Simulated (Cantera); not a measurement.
Diamond growth

A diamond (100) surface in a fixed gas of H2 with x(CH4) = 0.016, x(H) = 0.00036, x(CH3) = 3.3e-05, 24.0 Torr; coverages are run to steady state.

Computed with Cantera and the Harris–Goodwin 1993 mechanism for the reconstructed diamond (100) surface.

```tsv
T (K)	growth (µm/h)	θ c6HH	θ c6H*	θ c6*H	θ c6**	θ c6HM
950	0.319	0.611	0.0131	0.312	0.00540	0.0450
1000	0.276	0.587	0.0173	0.354	0.00751	0.0243
1050	0.173	0.563	0.0218	0.391	0.00976	0.00962
1100	0.0965	0.539	0.0264	0.418	0.0118	0.00311
1150	0.0619	0.518	0.0307	0.436	0.0135	0.000953
1200	0.0503	0.504	0.0348	0.446	0.0147	0.000297
1250	0.0447	0.496	0.0385	0.449	0.0155	9.52e-5
1300	0.0344	0.496	0.0418	0.446	0.0157	3.13e-5
1350	0.0198	0.501	0.0445	0.439	0.0156	1.08e-5
1400	0.00903	0.510	0.0468	0.428	0.0151	4.06e-6
```
θ: site fractions in the mechanism's names (c6HH fully hydrogenated, c6H* and c6*H radical sites, c6** diradical, c6HM methylated).
